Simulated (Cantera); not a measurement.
An isothermal, constant-pressure homogeneous reactor starts with H₂ : O₂ = 0.027 : 1 (molar parts), equivalence ratio 0.013, at 1175 K and 1800 Pa.

Model: the H2/O2 subset of GRI-Mech 3.0, which has no nitrogen chemistry, integrated in Cantera. Radical loss at walls, strong at low pressure, is not modelled.

x: mole fraction; the columns are a selection and need not sum to one.

| t (s) | x H₂ | x O₂ | x OH | x HO₂ | x H |
|---|---|---|---|---|---|
| 1.00e-5 | 0.0263 | 0.974 | 2.45e-11 | 1.96e-10 | 1.72e-10 |
| 3.32e-5 | 0.0263 | 0.974 | 2.14e-10 | 6.51e-10 | 4.49e-10 |
| 0.000110 | 0.0263 | 0.974 | 1.43e-9 | 2.17e-9 | 1.08e-9 |
| 0.000367 | 0.0263 | 0.974 | 1.17e-8 | 7.26e-9 | 5.43e-9 |
| 0.00122 | 0.0263 | 0.974 | 1.26e-6 | 3.47e-8 | 5.34e-7 |
| 0.00405 | 0.00137 | 0.954 | 0.00283 | 3.86e-6 | 0.00372 |
| 0.0134 | 0.000214 | 0.957 | 0.00158 | 2.85e-6 | 0.00181 |
| 0.0446 | 0.000105 | 0.965 | 0.00111 | 2.18e-6 | 0.000606 |
| 0.148 | 2.42e-5 | 0.971 | 0.000536 | 1.08e-6 | 6.61e-5 |
| 0.493 | 3.21e-6 | 0.973 | 0.000197 | 3.05e-7 | 3.24e-6 |
| 1.64 | ___ | 0.973 | ___ | ___ | ___ |
| 5.44 | 6.46e-8 | 0.973 | 2.84e-5 | 1.29e-8 | 9.67e-9 |
| 18.1 | ___ | 0.973 | ___ | 4.70e-9 | 9.14e-10 |
| 60.0 | 3.46e-9 | 0.973 | 6.63e-6 | 4.57e-9 | 1.23e-10 |

### Question
Complete the blanks.

### Answer

- 1.64, x H₂: 4.06e-7
- 1.64, x OH: 7.07e-5
- 1.64, x HO₂: 6.16e-8
- 1.64, x H: 1.49e-7
- 18.1, x H₂: 1.33e-8
- 18.1, x OH: 1.29e-5
